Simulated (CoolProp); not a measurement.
Isohexane along the isotherm 522.7 K: fugacity coefficient from the reference equation and from simpler models built on Tc = 497.7 K, pc = 30.43 bar, ω = 0.280; each cubic takes its own stable root.

Computed with CoolProp (reference Helmholtz-energy equation of state, Lemmon 2006). It is a short technical equation, of lower accuracy than the large ones.

```json
[
 {"p (bar)": "0.481", "phase": "gas", "reference": "0.9954"},
 {"p (bar)": "0.856", "phase": "gas", "reference": "0.9918"},
 {"p (bar)": "1.52", "phase": "gas", "reference": "0.9855"},
 {"p (bar)": "2.71", "phase": "gas", "reference": "0.9742"},
 {"p (bar)": "4.81", "phase": "gas", "reference": "0.9543"},
 {"p (bar)": "8.56", "phase": "gas", "reference": "0.9190"},
 {"p (bar)": "15.2", "phase": "gas", "reference": "0.8572"},
 {"p (bar)": "27.1", "phase": "gas", "reference": "0.7478"},
 {"p (bar)": "48.1", "phase": "supercritical", "reference": "0.5547"},
 {"p (bar)": "85.6", "phase": "supercritical", "reference": "0.3815"},
 {"p (bar)": "152", "phase": "supercritical", "reference": "0.2910"}
]
```

How far does each simpler model (Redlich-Kwong, Peng-Robinson) lie from the reference over these 11 states: mean and median of the absolute difference, and the worst?


- Redlich-Kwong: mean 0.9 %, median 0.1 %, worst +5.9 % at 522.7 K and 152 bar
- Peng-Robinson: mean 0.6 %, median 0.3 %, worst -2.0 % at 522.7 K and 27.1 bar
